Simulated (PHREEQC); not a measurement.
0.034 g of hydrous ferric oxide (600 m²/g; 0.2 weak and 0.005 strong sites per Fe, Dzombak-Morel constants, diffuse double layer) in 1 kg of water with 0.3 mol/kgw of an inert sodium salt, at 25 °C; the pH is set by adding NaOH or the inert anion's acid. O2 is buffered at 0.21 atm. No CO2 enters from the air. Nothing may precipitate in this run.

Base run: PHREEQC, ion-association model, wateq4f.dat. Each further column changes one thing. The table gives surface charge σ (C/m²).

```json
[
 {"pH": "4", "base": "0.349", "background salt from 0.3 to 0.03 mol/kgw": "0.270", "oxide from 0.034 to 0.17 g/kgw": "0.349", "0.00026 mol/kgw Na2SeO4 added": "0.195"},
 {"pH": "5.5", "base": "0.210", "background salt from 0.3 to 0.03 mol/kgw": "0.111", "oxide from 0.034 to 0.17 g/kgw": "0.210", "0.00026 mol/kgw Na2SeO4 added": "0.153"},
 {"pH": "6.5", "base": "0.106", "background salt from 0.3 to 0.03 mol/kgw": "?", "oxide from 0.034 to 0.17 g/kgw": "0.106", "0.00026 mol/kgw Na2SeO4 added": "?"},
 {"pH": "8", "base": "0.006", "background salt from 0.3 to 0.03 mol/kgw": "?", "oxide from 0.034 to 0.17 g/kgw": "0.006", "0.00026 mol/kgw Na2SeO4 added": "0.006"},
 {"pH": "9.5", "base": "-0.087", "background salt from 0.3 to 0.03 mol/kgw": "?", "oxide from 0.034 to 0.17 g/kgw": "-0.087", "0.00026 mol/kgw Na2SeO4 added": "-0.087"},
 {"pH": "10.5", "base": "-0.185", "background salt from 0.3 to 0.03 mol/kgw": "-0.094", "oxide from 0.034 to 0.17 g/kgw": "-0.185", "0.00026 mol/kgw Na2SeO4 added": "-0.185"},
 {"pH": "12", "base": "-0.339", "background salt from 0.3 to 0.03 mol/kgw": "-0.262", "oxide from 0.034 to 0.17 g/kgw": "-0.339", "0.00026 mol/kgw Na2SeO4 added": "-0.339"}
]
```

Question: Complete the blanks.

Answer: 
- 6.5, background salt from 0.3 to 0.03 mol/kgw: 0.047
- 6.5, 0.00026 mol/kgw Na2SeO4 added: 0.095
- 8, background salt from 0.3 to 0.03 mol/kgw: 0.002
- 9.5, background salt from 0.3 to 0.03 mol/kgw: -0.038
